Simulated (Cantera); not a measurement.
Feed: 1 mol Al₂O₃, 0.55 mol Cl₂, 0.039 mol N₂, held at 875 °C and 10000 Pa.

Method: chemical equilibrium by Gibbs-energy minimisation in Cantera with the NASA 1993 tables (ideal gas, pure condensed phases). Candidate condensed phases: Al, AlCl₃, AlN, Al₂O₃; 24 gas species. Kinetics and transport are ignored.

Base state: Cl₂ 0.925, N₂ 0.0659, Cl 0.00817, AlCl₃ 0.000547, O₂ 0.000408 (mole fractions); condensed: Al₂O₃(s).

Q: What changes in the equilibrium state with this change: temperature from 875 °C to 600 °C?

A: 
```csv
species,before,after
Cl₂,0.925,0.934
N₂,0.0659,0.0662
Cl,0.00817,0.000136
AlCl₃,0.000547,5.08e-6
O₂,0.000408,3.80e-6
"Al₂O₃(s), mol",1.000,1.000
```
Condensed phases not in the tables: AlOCl.
